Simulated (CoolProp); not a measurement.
Values from CoolProp's reference Helmholtz-energy equation of state, Bücker 2006.

### Question
For isobutane, give the phase and the cv (kJ/(kg K)), speed of sound (m/s), viscosity (µPa s), conductivity (mW/(m K)) at 483.1 K and 54.4 kPa; 483.1 K and 103 kPa; 483.1 K and 4790 kPa.

### Answer
- 483.1 K and 54.4 kPa: gas; cv 2.36, speed of sound 270, viscosity 11.8, conductivity 40.6
- 483.1 K and 103 kPa: gas; cv 2.36, speed of sound 269, viscosity 11.8, conductivity 40.6
- 483.1 K and 4790 kPa: supercritical; cv 2.45, speed of sound 208, viscosity 15.6, conductivity 48.0

Viscosity comes from a separate model (Vogel 2000). Thermal conductivity comes from a separate model (Perkins 2002).
